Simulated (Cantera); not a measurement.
Input: 1 mol Si, 2.3 mol NF3, 0.21 mol N2, at 10.0 Torr.

Cantera equilibrium calculation (NASA polynomials, part measured and part estimated; ideal gas, pure solids and liquids). Candidate condensed phases: Si, Si3N4; 16 gas species. Kinetics and transport are ignored. All values below are at 1275 °C.

Base state: F 0.551, N2 0.259, SiF4 0.190, F2 0.000359 (mole fractions); condensed: gas only.

What changes in the equilibrium state with this change: pressure from 10.0 Torr to 58.5 Torr?


```
species    before    after
-------  --------  -------
F           0.551    0.548
N2          0.259    0.259
SiF4        0.190    0.191
F2       0.000359  0.00208
```
